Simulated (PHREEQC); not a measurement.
# Reverse-osmosis permeate

A made-up water analysis in mg/kgw, 20 °C, pH 5.94, pe 8.6:

```json
[
 {"constituent": "Na", "mg/kgw": "1.31"},
 {"constituent": "K", "mg/kgw": "2.64"},
 {"constituent": "Ca", "mg/kgw": "2.7"},
 {"constituent": "Mg", "mg/kgw": "0.102"},
 {"constituent": "Cl", "mg/kgw": "1.94"},
 {"constituent": "S(6) as SO4", "mg/kgw": "4.93"},
 {"constituent": "Alkalinity as HCO3", "mg/kgw": "6.07"},
 {"constituent": "B", "mg/kgw": "0.063"},
 {"constituent": "N(5) as NO3", "mg/kgw": "0.00224"},
 {"constituent": "Sr", "mg/kgw": "0.00511"},
 {"constituent": "Pb", "mg/kgw": "0.0235"},
 {"constituent": "Br", "mg/kgw": "0.0602"},
 {"constituent": "Cd", "mg/kgw": "0.00494"}
]
```

Valence states are taken as typed.

The numbers come from PHREEQC with the ion-association model, wateq4f.dat.

Each row changes one thing in this solution. This is a speciation only: nothing precipitates in the calculation.

| case | CO2 (mol/kgw) | HCO3- (mol/kgw) | CaSO4 (mol/kgw) | Pb+2 (mol/kgw) | CaHCO3+ (mol/kgw) | MgSO4 (mol/kgw) | SI of Pb(OH)2 (Pb(OH)2) | SI of Anglesite (PbSO4) |
|---|---|---|---|---|---|---|---|---|
| as made | 0.000272 | 0.000101 | 5.39e-7 | 9.68e-8 | 7.20e-8 | 3.63e-8 | -3.50 | -3.57 |
| temperature from 20 to 5 °C at the same typed pH | 0.000371 | 0.000101 | ___ | 9.84e-8 | 4.91e-8 | 2.40e-8 | -4.05 | -3.47 |
| Br from 0.0602 to 0.12 mg/kgw | 0.000272 | 0.000101 | 5.39e-7 | 9.68e-8 | 7.20e-8 | 3.63e-8 | -3.50 | -3.57 |
| pH from 5.94 to 6.44 at the same alkalinity | 8.53e-5 | 9.97e-5 | ___ | ___ | 7.14e-8 | 3.63e-8 | -2.55 | ___ |
| all concentrations times 2 at the same typed pH | ___ | 0.000199 | 1.98e-6 | 1.73e-7 | 2.73e-7 | 1.33e-7 | -3.26 | -3.05 |

Task: Some entries are withheld; supply them.

Result: 
- temperature from 20 to 5 °C at the same typed pH, CaSO4 (mol/kgw): 4.66e-7
- pH from 5.94 to 6.44 at the same alkalinity, CaSO4 (mol/kgw): 5.40e-7
- pH from 5.94 to 6.44 at the same alkalinity, Pb+2 (mol/kgw): 8.54e-8
- pH from 5.94 to 6.44 at the same alkalinity, SI of Anglesite (PbSO4): -3.62
- all concentrations times 2 at the same typed pH, CO2 (mol/kgw): 0.000534

Constants without temperature data keep their 25 °C values here.
